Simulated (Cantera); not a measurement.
**Ignition delay**

Mixture: H2 : O2 : N2 = 1 : 0.588 : 2.47 (molar parts), at 33.6 atm, adiabatic and at constant volume. Ignition delay is the time to a rise of 400 K.

Detailed kinetics in Cantera: GRI-Mech 3.0 (53 species, 325 reactions). The hydrogen kinetics of GRI-Mech 3.0 are dated; newer H2 mechanisms differ, most at raised pressure. The pressure lies above the range GRI-Mech 3.0 was tuned for (to about 10 atm).

| T0 (K) | delay (ms) |
|---|---|
| 1250 | 0.0510 |
| 1325 | 0.0146 |
| 1400 | 0.00365 |
| 1475 | 0.00105 |
| 1550 | 0.000544 |
